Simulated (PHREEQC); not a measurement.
Solution (25 °C): 0.0075 mol NaHSO4, 0.001 mol Na2CO3 and 0.035 mol NaCl per kg of water. Closed to the air; pH follows from the charge balance.

Computed with PHREEQC (ion-association model, phreeqc.dat).

**Question.** The ionic strength comes out as 0.0541 mol/kgw. What activity coefficients do Na+, Cl-, NaSO4-, H+, SO4-2 get?

**Answer.** Na+ 0.82, Cl- 0.81, NaSO4- 0.82, H+ 0.85, SO4-2 0.45.

Precipitation was switched off in this run. Species that the database lacks are ignored.
